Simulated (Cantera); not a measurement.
**Hydrocarbon pyrolysis for carbon deposition**

An isothermal, constant-pressure homogeneous reactor starts with 6.25 % C3H8, 93.8 % H2, at 1925 K and 0.132 atm.

Cantera simulation using GRI-Mech 3.0 (53 species, 325 reactions); the numbers are that mechanism's predictions, not measurements. GRI-Mech 3.0 was tuned for natural gas; its chemistry of propane as a main component is partial and can be far from experiment. GRI-Mech 3.0 stops at C3 and has no aromatics, soot or wall deposition, so with more carbon than oxygen in the feed, carbon stays in small species such as C2H2 where larger ones or solid carbon would form.

```csv
t (s),x C3H8,x H2,x C2H2,x C2H,x CH3
2.00e-6,0.0523,0.928,6.46e-6,1.31e-10,0.00690
7.66e-6,0.0183,0.890,0.00113,9.93e-8,0.0225
2.94e-5,7.56e-6,0.866,0.0242,3.12e-6,0.0124
0.000112,7.12e-8,0.875,0.0428,2.64e-6,0.00570
0.000431,2.13e-8,0.880,0.0498,1.89e-6,0.00330
0.00165,9.23e-9,0.887,0.0550,1.82e-6,0.00242
0.00632,2.29e-9,0.899,0.0643,2.23e-6,0.00154
0.0242,1.38e-10,0.912,0.0734,2.74e-6,0.000617
0.0928,3.75e-12,0.917,0.0773,3.01e-6,0.000177
0.356,<1e-12,0.918,0.0783,3.08e-6,5.80e-5
1.36,<1e-12,0.918,0.0784,3.09e-6,4.37e-5
5.22,<1e-12,0.918,0.0784,3.09e-6,4.36e-5
20.0,<1e-12,0.918,0.0784,3.09e-6,4.36e-5
```
x: mole fraction; the columns are a selection and need not sum to one.

Equilibrium at this temperature and pressure: C3H8 <1e-12, H2 0.918, C2H2 0.0784, C2H 3.09e-6, CH3 4.36e-5 (gas phase only).
